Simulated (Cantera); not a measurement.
Charge: 1 mol SiHCl₃, 0.012 mol C₃H₈, 170 mol H₂, at 1050 K and 0.300 bar.

These are equilibrium values from Cantera (NASA tables, ideal gas, pure condensed phases), not measurements of a reactor. Candidate condensed phases: C, C₆H₆, C₇H₈, C₈H₁₈, Si, SiC; 109 gas species. Mutual solubility and eutectic melting of coexisting phases are not modelled. The tables' values for SiCl₃ are old estimates; treat these amounts as uncertain. The numbers say what is thermodynamically allowed, not how fast it happens.

Base state: H₂ 0.989, HCl 0.00788, SiHCl₃ 0.00143, SiCl₄ 0.00110, SiH₂Cl₂ 0.000213, SiCl₂ 0.000117, SiCl₃ 8.43e-5 (mole fractions); condensed: Si(s) + SiC(s).

Task: What changes in the equilibrium state with this change: SiHCl₃ replaced by SiCl₄?

Result: 
| species | before | after |
|---|---|---|
| H₂ | 0.989 | 0.987 |
| HCl | 0.00788 | 0.00887 |
| SiHCl₃ | 0.00143 | 0.00205 |
| SiCl₄ | 0.00110 | 0.00178 |
| SiCl₃ | 8.43e-5 | 0.000121 |
| SiCl₂ | 0.000117 | 0.000149 |
| SiH₂Cl₂ | 0.000213 | 0.000270 |
| Si(s), mol | 0.459 | 0.216 |
| SiC(s), mol | 0.0343 | 0.0343 |
